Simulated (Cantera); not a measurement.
Aluminium nitride and oxide growth: AlCl₃ + H₂O + H₂

Input: 1 mol AlCl₃, 0.58 mol H₂O, 99 mol H₂, at 470 Pa.

These are equilibrium values from Cantera (NASA tables, ideal gas, pure condensed phases), not measurements of a reactor. Candidate condensed phases: Al, AlCl₃, Al₂O₃, H₂O; 29 gas species. The tables' values for AlCl₂ are old estimates; treat these amounts as uncertain. Kinetics and transport are ignored.

From 1000 K to 1900 K the condensed part is Al₂O₃(s). The main Al-bearing gas is AlCl₃ at 1000 K and AlCl at 1900 K.

```
T (K)   x H₂   x HCl       x H   x AlCl   x AlCl₃  n Al₂O₃(s)
-----  -----  ------  --------  -------  --------  ----------
1000   0.982  0.0115   3.28e-8  4.53e-7   0.00608       0.193
1150   0.982  0.0118   1.08e-6  8.59e-5   0.00589       0.193
1300   0.978  0.0157   1.60e-5  0.00179   0.00369       0.193
1450   0.972  0.0215  0.000136  0.00471  0.000736       0.193
1600   0.970  0.0231  0.000781  0.00570   7.61e-5       0.193
1750   0.967  0.0232   0.00334  0.00597   9.43e-6       0.189
1900   0.959  0.0228    0.0113  0.00628   1.59e-6       0.172
```
x: gas mole fraction; n: condensed amount in mol.
